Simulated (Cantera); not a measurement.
## Chlorosilane synthesis and conversion: SiCl4 + H2

A closed system holds: 1 mol SiCl4, 0.64 mol H2, equilibrated at 1050 K.

These are equilibrium values from Cantera (NASA tables, ideal gas, pure condensed phases), not measurements of a reactor. Candidate condensed phases: Si; 19 gas species. The tables' values for SiCl3 are old estimates; treat these amounts as uncertain. Equilibrium is a limit: real reactors are often held back by kinetics, nucleation or transport.

From 0.100 bar to 30.0 bar nothing is condensed. The main Si-bearing gas is SiCl4 throughout.

```
P (Pa)   x SiCl4   x H2   x HCl  x SiHCl3   x SiCl3   x SiCl2  x SiH2Cl2
-------  -------  -----  ------  --------  --------  --------  ---------
10000      0.558  0.343  0.0502    0.0396   0.00686   0.00153   0.000321
20000      0.560  0.344  0.0486    0.0412   0.00504  0.000821   0.000345
42000      0.562  0.344  0.0474    0.0423   0.00357  0.000411   0.000363
85000      0.563  0.344  0.0468    0.0430   0.00255  0.000210   0.000375
170000     0.563  0.345  0.0463    0.0435   0.00182  0.000107   0.000383
350000     0.564  0.345  0.0460    0.0438   0.00128   5.27e-5   0.000389
720000     0.564  0.345  0.0458    0.0441  0.000897   2.59e-5   0.000392
1500000    0.564  0.345  0.0457    0.0442  0.000624   1.25e-5   0.000395
3000000    0.564  0.345  0.0456    0.0443  0.000442   6.27e-6   0.000397
```
x: gas mole fraction; nothing condenses.
